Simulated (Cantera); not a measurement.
What does this Cantera script print?

```python
import numpy as np
import cantera as ct

gas_names = [...]  # 123 gases of nasa_gas.yaml made of C, H, O, Si
cond_names = """
    C(gr) C6H6(L) C7H8(L) C8H18(L),n-octa H2O(s) H2O(L) Si(cr) Si(L) SiC(b) SiO2(Lqz) SiO2(hqz) SiO2(L)
""".split()


# ... load() reads the species with a 1 bar reference pressure and builds the phases ...
atoms = {
    'Si2H6': {'Si': 2, 'H': 6},
    'CO2': {'C': 1, 'O': 2},
}
top_T = {'C(gr)': 4500, 'SiC(b)': 3050}  # K; cautious upper limits of use, not melting points


# ... equilibrate(T, P, feed) seeds the gas with the atoms and calls Mixture.equilibrate('TP', solver="vcs", rtol=1e-11, max_steps=5000) ...
results = []
T = 825  # K
P = 8100  # Pa
for m in [0.19, 0.3, 0.47, 0.73, 1.1, 1.8, 2.8, 4.4, 6.9, 11, 17, 27]:
    feed = {'Si2H6': 1, 'CO2': m}  # mol
    mix = equilibrate(T, P, feed)
    results.append((T, P, feed, dict(zip(mix.species_names, mix.species_moles))))

top = {s: max(r[3][s] / sum(r[3][g] for g in gas_names) for r in results) for s in gas_names}
cols = sorted((s for s in top if top[s] > 1e-06), key=lambda s: -top[s])[:9]
seen = [c for c in cond_names if any(r[3].get(c, 0) > 1e-12 for r in results)]
print("log10 of partial pressures in bar; condensed amounts in mol")
print(f"{'n(CO2)':>10s}" + "".join(f"{s[:9]:>10s}" for s in cols + seen))
for T, P, feed, n in results:
    ng = sum(n[g] for g in gas_names)
    print(f"{feed['CO2']:10.4g}" + "".join(f"{np.log10(max(n[s] / ng * P / 1e5, 1e-99)):10.3f}" for s in cols)
          + "".join(f"{n.get(c, 0):10.4g}" for c in seen))
```

Result:

```
log10 of partial pressures in bar; condensed amounts in mol
    n(CO2)        H2       CO2        CO       H2O       CH4     C(gr)    Si(cr)    SiC(b) SiO2(Lqz)
      0.19    -1.092   -27.351   -16.612   -12.384    -6.446         0      1.62      0.19      0.19
       0.3    -1.092   -27.351   -16.612   -12.384    -6.446         0       1.4       0.3       0.3
      0.47    -1.092   -27.351   -16.612   -12.384    -6.446         0      1.06      0.47      0.47
      0.73    -1.092   -27.351   -16.612   -12.384    -6.446         0      0.54      0.73      0.73
       1.1    -1.120   -18.913   -10.284   -10.303    -2.284   0.01909         0       0.9       1.1
       1.8    -1.120   -18.913   -10.284   -10.303    -2.284     1.419         0       0.2       1.8
       2.8    -1.290    -2.161    -1.907    -2.096    -2.623     1.786         0         0         2
       4.4    -1.496    -1.717    -1.685    -2.080    -3.035     1.495         0         0         2
       6.9    -1.696    -1.541    -1.597    -2.192    -3.435     0.925         0         0         2
        11    -1.902    -1.442    -1.560    -2.336    -3.871         0         0         0         2
        17    -2.132    -1.319    -1.680    -2.324    -4.694         0         0         0         2
        27    -2.410    -1.237    -1.824    -2.376    -5.620         0         0         0         2
```

Method: chemical equilibrium by Gibbs-energy minimisation in Cantera with the NASA 1993 tables (ideal gas, pure condensed phases). The feed counts by its element totals alone.
